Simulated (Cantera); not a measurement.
## Si3N4 + HCl + N2 + F2 (nitride etching)

A closed system holds: 1 mol Si3N4, 1.8 mol HCl, 0.73 mol N2, 19 mol F2, at 100 Torr.

Method: chemical equilibrium by Gibbs-energy minimisation in Cantera with the NASA 1993 tables (ideal gas, pure condensed phases). Candidate condensed phases: NH4Cl, Si, Si3N4; 49 gas species. Kinetics and transport are ignored.

| T (K) | log p F | log p F2 | log p SiF4 | log p N2 | log p HF | log p ClF |
|---|---|---|---|---|---|---|
| 1225 | -1.13 | -1.82 | -1.85 | -1.89 | -2.07 | -2.08 |
| 1300 | -1.07 | -2.13 | -1.88 | -1.92 | -2.10 | -2.10 |
| 1375 | -1.05 | -2.44 | -1.89 | -1.93 | -2.11 | -2.11 |
| 1450 | -1.04 | -2.74 | -1.89 | -1.93 | -2.12 | -2.12 |
| 1525 | -1.03 | -3.03 | -1.90 | -1.94 | -2.12 | -2.13 |
| 1600 | -1.03 | -3.29 | -1.90 | -1.94 | -2.12 | -2.15 |
| 1675 | -1.03 | -3.53 | -1.90 | -1.94 | -2.12 | -2.19 |
log p: log10 of the partial pressure in bar; nothing condenses.

From 1225 K to 1675 K nothing is condensed. The main Si-bearing gas is SiF4 throughout.
